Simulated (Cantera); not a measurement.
Feed: 1 mol C₂F₆, 0.46 mol H₂, equilibrated at 1102 °C and 133 Pa.

These are equilibrium values from Cantera (NASA tables, ideal gas, pure condensed phases), not measurements of a reactor. Candidate condensed phases: C, C₆H₆, C₇H₈, C₈H₁₈; 95 gas species. The feed counts by its element totals alone. Gases not in the tables: C₂F₆ and larger saturated fluorocarbons. The numbers say what is thermodynamically allowed, not how fast it happens.

Base state: CF₄ 0.580, HF 0.420, CF₂ 0.000116, F 2.46e-5, CF₃ 2.08e-5 (mole fractions); condensed: C(graphite).

Task: What changes in the equilibrium state with this change: temperature from 1102 °C to 1750 °C?

Result: 
| species | before | after |
|---|---|---|
| HF | 0.420 | 0.329 |
| CF₄ | 0.580 | 0.308 |
| CF₂ | 0.000116 | 0.205 |
| F | 2.46e-5 | 0.150 |
| CF | 1.18e-9 | 0.000780 |
| CF₃ | 2.08e-5 | 0.00734 |
| C(graphite), mol | 0.730 | 0.542 |

Task: What changes in the equilibrium state with this change: H₂ from 0.46 to 0.035 mol?

Result: 
```json
[
 {"species": "CF₄", "before": "0.580", "after": "0.955"},
 {"species": "HF", "before": "0.420", "after": "0.0451"},
 {"species": "CF₂", "before": "0.000116", "after": "0.000149"},
 {"species": "CF₃", "before": "2.08e-5", "after": "3.03e-5"},
 {"species": "F", "before": "2.46e-5", "after": "2.78e-5"},
 {"species": "C(graphite), mol", "before": "0.730", "after": "0.517"}
]
```
